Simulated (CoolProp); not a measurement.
Vapour-liquid equilibrium of CHF3 (R23) (1) + propane (2) at 1100 kPa; x and y are mole fractions of (1).

Values from CoolProp's multi-fluid Helmholtz-energy mixture model, Penoncello 2003 and Lemmon 2009; pair parameters Bell 2016.

Q: Give the bubble temperature and the first vapour's composition at x = 0.2, 0.35, 0.65. Is there an azeotrope?

A: x = 0.2: 258.8 K, y = 0.725; x = 0.35: 251.1 K, y = 0.801; x = 0.65: 247.4 K, y = 0.843. y crosses x between x = 0.8 and 0.95: the model has an azeotrope there.

Pair parameters are fitted to limited data, so mixtures are less certain than the pure fluids. With so large a gap from Raoult's law the liquid may split in two, which this calculation doesn't test in full.
